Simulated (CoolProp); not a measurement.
Vapour-liquid equilibrium of n-butane (1) + R245fa (2) at 785 kPa; x and y are mole fractions of (1).

The numbers come from the multi-fluid Helmholtz-energy mixture model, Bücker 2006 and Akasaka 2015; pair parameters Bell 2016 in CoolProp.

| x | bubble temperature (°C) | y at the bubble point | dew temperature at overall composition x (°C) | liquid density (mol/L) |
|---|---|---|---|---|
| 0.05 | 74.4 | (withheld) | (withheld) | 8.803 |
| 0.2 | 64.6 | 0.403 | 72.5 | 8.861 |
| 0.35 | 60.5 | 0.515 | 66.6 | 8.820 |
| 0.5 | 59.0 | 0.578 | 61.0 | 8.781 |
| 0.65 | 58.7 | 0.632 | 58.8 | 8.792 |
| 0.8 | 59.8 | 0.711 | 62.1 | 8.856 |
| 0.95 | 64.9 | 0.886 | (withheld) | 8.911 |

**Question.** Some entries are withheld; supply them.

**Answer.** 
- 0.05, y at the bubble point: 0.148
- 0.05, dew temperature at overall composition x (°C): 78.0
- 0.95, dew temperature at overall composition x (°C): 67.0

y crosses x between x = 0.5 and 0.65: the model has an azeotrope there.

The pair parameters rest on a limited set of measurements; away from them the model extrapolates.
